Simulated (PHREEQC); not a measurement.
# Ultrapure water in contact with air or piping: an equilibrium model

Synthetic water in mg/kgw, 45 °C, pH 6.29, pe 9.6:

```tsv
constituent	mg/kgw
Na	0.084
K	0.0144
Ca	0.114
Mg	0.00436
Cl	0.0686
S(6) as SO4	0.176
Alkalinity as HCO3	0.271
Pb	0.000364
O(0) (dissolved oxygen)	9.12e-05
Li	2.87e-05
Cu(2)	0.00858
B	7.32e-05
Cd	0.00405
```

Valence states are taken as typed.

All values are PHREEQC results (ion-association model, phreeqc.dat), not measurements.

| Quantity | Result |
|---|---|
| ionic strength | 1.57e-5 mol/kgw |
| charge-balance error | 1.8 % |

```json
[
 {"species": "HCO3-", "molality": "4.85e-6", "activity": "4.83e-6", "log γ": "-0.002"},
 {"species": "CO2", "molality": "4.82e-6", "activity": "4.82e-6", "log γ": "0.000"},
 {"species": "Na+", "molality": "3.65e-6", "activity": "3.64e-6", "log γ": "-0.002"},
 {"species": "Ca+2", "molality": "2.84e-6", "activity": "2.79e-6", "log γ": "-0.008"},
 {"species": "Cl-", "molality": "1.94e-6", "activity": "1.93e-6", "log γ": "-0.002"},
 {"species": "SO4-2", "molality": "1.83e-6", "activity": "1.80e-6", "log γ": "-0.008"},
 {"species": "H+", "molality": "5.15e-7", "activity": "5.13e-7", "log γ": "-0.002"},
 {"species": "K+", "molality": "3.68e-7", "activity": "3.67e-7", "log γ": "-0.002"},
 {"species": "Mg+2", "molality": "1.79e-7", "activity": "1.76e-7", "log γ": "-0.008"},
 {"species": "Cu+2", "molality": "1.22e-7", "activity": "1.20e-7", "log γ": "-0.008"},
 {"species": "OH-", "molality": "7.90e-8", "activity": "7.87e-8", "log γ": "-0.002"},
 {"species": "Cd+2", "molality": "3.60e-8", "activity": "3.53e-8", "log γ": "-0.008"}
]
```

This is a speciation only: nothing precipitates in the calculation. Away from 25 °C the constants follow the database's enthalpies or fits; those with neither stay at their 25 °C values.
